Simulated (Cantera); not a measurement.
A closed system holds: 1 mol H₂S, 0.12 mol H₂, 0.46 mol O₂, held at 2000 Pa.

Method: chemical equilibrium by Gibbs-energy minimisation in Cantera with the NASA 1993 tables (ideal gas, pure condensed phases). Candidate condensed phases: H₂O, H₂SO₄, S; 19 gas species. Gases not in the tables: S₃ to S₇. Equilibrium is a limit: real reactors are often held back by kinetics, nucleation or transport. All values below are at 1250 K.

Base state: H₂O 0.527, S₂ 0.254, H₂S 0.0984, H₂ 0.0890, SO₂ 0.0293, S₂O 0.00122, SH 0.000739, SO 0.000396 (mole fractions); condensed: gas only.

Q: What changes in the equilibrium state with this change: O₂ from 0.46 to 3.8 mol?

A: 
```csv
species,before,after
O₂,<1e-9,0.513
H₂O,0.527,0.257
SO₂,0.0293,0.226
S₂,0.254,<1e-9
H₂S,0.0984,<1e-9
H₂,0.0890,8.77e-8
SO₃,1.04e-9,0.00399
S₂O,0.00122,<1e-9
SH,0.000739,<1e-9
```
